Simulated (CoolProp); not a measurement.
Vapour-liquid equilibrium of dimethyl ether (1) + n-hexane (2) at 324.8 K; x and y are mole fractions of (1).

The numbers come from the multi-fluid Helmholtz-energy mixture model, Wu 2011 and Thol 2019; pair parameters Bell 2016 in CoolProp.

```
x      bubble pressure, mixture model (MPa)  bubble pressure, Raoult's law (MPa)  y, mixture model  y, Raoult's law
-----  ------------------------------------  -----------------------------------  ----------------  ---------------
0.05                                 0.1248                               0.1140             0.549            0.522
0.125                                0.2252                               0.1990             0.760            0.748
0.2                                  0.3221                               0.2840             0.839            0.838
0.275                                0.4139                               0.3689             0.881            0.887
0.35                                 0.5001                               0.4539             0.907            0.918
0.425                                0.5811                               0.5389             0.925            0.939
0.5                                  0.6577                               0.6239             0.938            0.954
0.575                                0.7315                               0.7089             0.949            0.966
0.65                                 0.8042                               0.7938             0.959            0.975
0.725                                0.8780                               0.8788             0.968            0.982
0.8                                  0.9548                               0.9638             0.976            0.988
0.875                                 1.037                                1.049             0.985            0.993
0.95                                  1.126                                1.134             0.994            0.997
```

The largest gap from Raoult's law is +13.4 % in bubble pressure, at x = 0.2. No azeotrope shows between x = 0.05 and 0.95.

Pair parameters are fitted to limited data, so mixtures are less certain than the pure fluids. The gap from Raoult's law changes sign with composition, which may be real or a fault of the pair parameters; it wasn't checked against measurements.
